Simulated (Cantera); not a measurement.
What does this Cantera script print?

```python
import numpy as np
import cantera as ct

gas = ct.Solution("gri30.yaml")
gas.TPX = 1200, 480, {'C2H6': 1, 'N2': 11}
reactor = ct.IdealGasConstPressureReactor(gas, energy="off", clone=False)
net = ct.ReactorNet([reactor])
net.rtol, net.atol = 1e-08, 1e-18
show = ['C2H6', 'C2H', 'CH3', 'CH4', 'CH2']
times = np.geomspace(2e-06, 30, 10)

steps = ct.SolutionArray(gas, extra=["t"])
rows = []
print(f"{'t/s':>10s}{'T/K':>9s}{'P/Pa':>11s}" + "".join(f"{s:>11s}" for s in show))
for t in times:
    while net.time < t:
        t_next = net.step()
        steps.append(gas.state, t=t_next)
    rows.append([np.interp(t, steps.t, y) for y in (steps.T, steps.P, *steps(*show).X.T)])
    print(f"{t:10.3e}{rows[-1][0]:9.1f}{rows[-1][1]:11.4g}" + "".join(f"{x:11.3e}" for x in rows[-1][2:]))
rate = np.gradient(steps.T, steps.t)
print("integrator steps:", len(steps.t))
if steps.T.max() > steps.T[0] + 200:
    print(f"time of steepest temperature rise: {steps.t[rate.argmax()]:.4e} s")
gas.TPX = 1200, 480, {'C2H6': 1, 'N2': 11}
gas.equilibrate("TP")
print(f"equilibrium (TP): T = {gas.T:.1f} K  " + "  ".join(f"{s} {gas[s].X[0]:.3e}" for s in show))
```

Result:

```
       t/s      T/K       P/Pa       C2H6        C2H        CH3        CH4        CH2
 2.000e-06   1200.0        480  8.333e-02  2.135e-40  2.363e-08  1.673e-12  7.780e-20
 1.254e-05   1200.0        480  8.333e-02  3.941e-36  1.481e-07  6.543e-11  2.690e-17
 7.865e-05   1200.0        480  8.333e-02  2.031e-31  9.269e-07  2.561e-09  7.338e-15
 4.932e-04   1200.0        480  8.333e-02  8.831e-26  5.729e-06  9.967e-08  1.586e-12
 3.093e-03   1200.0        480  8.331e-02  1.489e-19  3.280e-05  3.689e-06  1.971e-10
 1.940e-02   1200.0        480  8.255e-02  2.470e-13  1.475e-04  1.102e-04  8.501e-09
 1.216e-01   1200.0        480  6.809e-02  3.277e-11  4.124e-04  2.744e-03  4.881e-08
 7.628e-01   1200.0        480  1.280e-02  3.655e-10  1.795e-04  1.768e-02  2.087e-08
 4.784e+00   1200.0        480  1.266e-04  1.673e-10  1.404e-05  2.116e-02  2.507e-10
 3.000e+01   1200.0        480  2.293e-06  3.551e-11  2.070e-06  2.096e-02  5.535e-12
integrator steps: 1256
equilibrium (TP): T = 1200.0 K  C2H6 3.215e-08  C2H 5.498e-11  CH3 3.531e-07  CH4 2.411e-03  CH2 1.363e-12
```

Cantera simulation using GRI-Mech 3.0 (53 species, 325 reactions); the numbers are that mechanism's predictions, not measurements. GRI-Mech 3.0 stops at C3 and has no aromatics, soot or wall deposition, so with more carbon than oxygen in the feed, carbon stays in small species such as C2H2 where larger ones or solid carbon would form. Radical loss at walls, strong at low pressure, is not modelled.
